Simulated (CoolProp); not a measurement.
A simple Rankine cycle with R365MFC: condensing at 294.15 K, boiler at 2.82 MPa, turbine inlet 456.4 K, turbine efficiency 0.65, pump efficiency 0.6, no recuperator. Each further row changes one setting.

Model: reference Helmholtz-energy equation of state, Lemmon 2016, in CoolProp.

| case | thermal efficiency (%) | net work (kJ/kg) | heat in (kJ/kg) | turbine exit temperature (K) | volume ratio over the turbine |
|---|---|---|---|---|---|
| as stated | 14.3 | 47.4 | 331 | (withheld) | 87.9 |
| turbine inlet 476.4 K | 14.3 | 52.7 | (withheld) | (withheld) | (withheld) |
| condensing temperature 286.15 K | 15.1 | 51.8 | 342 | 371.7 | 123 |
| boiler pressure 1.97 MPa | 13.7 | (withheld) | 354 | (withheld) | (withheld) |
| turbine efficiency 0.55 | 11.9 | 39.5 | 331 | (withheld) | 89.6 |

Q: Some entries are withheld; supply them.

A: 
- as stated, turbine exit temperature (K): 375.8
- turbine inlet 476.4 K, heat in (kJ/kg): 369
- turbine inlet 476.4 K, turbine exit temperature (K): 404.0
- turbine inlet 476.4 K, volume ratio over the turbine: 74.2
- boiler pressure 1.97 MPa, net work (kJ/kg): 48.4
- boiler pressure 1.97 MPa, turbine exit temperature (K): 394.7
- boiler pressure 1.97 MPa, volume ratio over the turbine: 47.9
- turbine efficiency 0.55, turbine exit temperature (K): 382.7
